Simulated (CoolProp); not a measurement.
Ethylbenzene at several states: Z from the reference equation and from simpler models built on Tc = 617.1 K, pc = 3.622 MPa, ω = 0.304; each cubic takes its own stable root.

The numbers come from the reference Helmholtz-energy equation of state, Zhou 2012 in CoolProp.

```tsv
T (K)	p (MPa)	phase	reference	Redlich-Kwong	Peng-Robinson
260.4	15.2	liquid	0.8244	0.9634	0.8480
281.7	1.82	liquid	0.09396	0.1099	0.09588
492.7	8.73	liquid	0.3265	0.3805	0.3255
```
